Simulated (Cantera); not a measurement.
Mixture: CO : H₂ : O₂ : N₂ = 1 : 0.033 : 0.258 : 1.58 (molar parts), at 100000 Pa, adiabatic and at constant volume. Ignition delay is the time to a rise of 400 K.

Cantera simulation using GRI-Mech 3.0 (53 species, 325 reactions); the numbers are that mechanism's predictions, not measurements. Below about 950 K walls govern HO2 and H2O2 in real vessels. Where the delays flatten at high temperature, the 400 K rule measures the pace of heat release, not the induction time.

Q: Predict: delay at 900 K; delay at 1000 K; delay at 1100 K; delay at 1200 K; delay at 1300 K; delay at 1400 K; delay at 1500 K.

A: 
```json
{
  "delay at 900 K": "38.5 ms",
  "delay at 1000 K": "1.19 ms",
  "delay at 1100 K": "0.358 ms",
  "delay at 1200 K": "0.201 ms",
  "delay at 1300 K": "0.141 ms",
  "delay at 1400 K": "0.113 ms",
  "delay at 1500 K": "99.5 µs"
}
```
